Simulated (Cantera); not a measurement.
Input: 1 mol Al(CH₃)₃, 1.3 mol NH₃, 450 mol N₂, at 0.100 bar.

Method: chemical equilibrium by Gibbs-energy minimisation in Cantera with the NASA 1993 tables (ideal gas, pure condensed phases). Candidate condensed phases: Al, AlN, C, C₆H₆, C₇H₈, C₈H₁₈; 97 gas species. The feed counts by its element totals alone. Rates play no part.

Over these rows the condensed part is AlN(s) + C(graphite). Partial pressures as log10 of bar:

| T (K) | 1000/T (1/K) | log p HCN | log p N₂ | log p H₂ |
|---|---|---|---|---|
| 1025 | 0.9756 | -7.04 | -1.01 | -2.85 |
| 1125 | 0.8889 | -6.44 | -1.01 | -2.85 |
| 1225 | 0.8163 | -5.94 | -1.01 | -2.85 |
| 1325 | 0.7547 | ? | -1.01 | -2.85 |
| 1425 | 0.7018 | -5.15 | -1.01 | -2.85 |
| 1525 | 0.6557 | -4.83 | -1.01 | -2.85 |

Q: Fit log p(HCN) = a + b·(1000/T) to the five rows, give the apparent enthalpy, and predict the row at 1325 K.

A: Means: 1000/T = 0.8077, log p = -5.880. Sxy = -0.477659, Sxx = 0.0691766, so b = -6.90 and a = -5.880 − (-6.90)×0.8077 = -0.31.
Apparent enthalpy: −19.145 × (-6.90) = 132 kJ/mol. With the condensed phases at unit activity, C(graphite) + 1/2 N₂(g) + 1/2 H₂(g) = HCN(g) links this pressure to the main gases: over the six rows their terms move log p by +0.00 in all, so the slope is close to that reaction's ΔH°. The five rows lie within 0.01 of the line.
Prediction at 1325 K: -0.31 + (-6.90)×0.7547 = -5.52. The computed value is -5.51, 0.01 from the line.
